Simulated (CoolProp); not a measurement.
A simple Rankine cycle with benzene: condensing at 292.15 K, boiler at 0.215 MPa, turbine inlet 394.9 K, turbine efficiency 0.9, pump efficiency 0.8, no recuperator. Each further row changes one setting.

Computed with CoolProp (reference Helmholtz-energy equation of state, Thol 2012).

```json
[
 {"case": "as stated", "thermal efficiency (%)": "18.1", "net work (kJ/kg)": "101", "heat in (kJ/kg)": "557", "turbine exit temperature (K)": "309.6", "volume ratio over the turbine": "18.5"},
 {"case": "turbine inlet 414.9 K", "thermal efficiency (%)": "18.3", "net work (kJ/kg)": "107", "heat in (kJ/kg)": "___", "turbine exit temperature (K)": "330.5", "volume ratio over the turbine": "18.6"},
 {"case": "condensing temperature 284.15 K", "thermal efficiency (%)": "19.6", "net work (kJ/kg)": "112", "heat in (kJ/kg)": "571", "turbine exit temperature (K)": "299.0", "volume ratio over the turbine": "26.7"},
 {"case": "boiler pressure 0.15 MPa", "thermal efficiency (%)": "___", "net work (kJ/kg)": "91.4", "heat in (kJ/kg)": "560", "turbine exit temperature (K)": "320.2", "volume ratio over the turbine": "13.1"},
 {"case": "turbine efficiency 0.8", "thermal efficiency (%)": "16.1", "net work (kJ/kg)": "89.7", "heat in (kJ/kg)": "557", "turbine exit temperature (K)": "___", "volume ratio over the turbine": "19.1"}
]
```

Q: What belongs in the gaps?

A: 
- turbine inlet 414.9 K, heat in (kJ/kg): 588
- boiler pressure 0.15 MPa, thermal efficiency (%): 16.3
- turbine efficiency 0.8, turbine exit temperature (K): 319.7
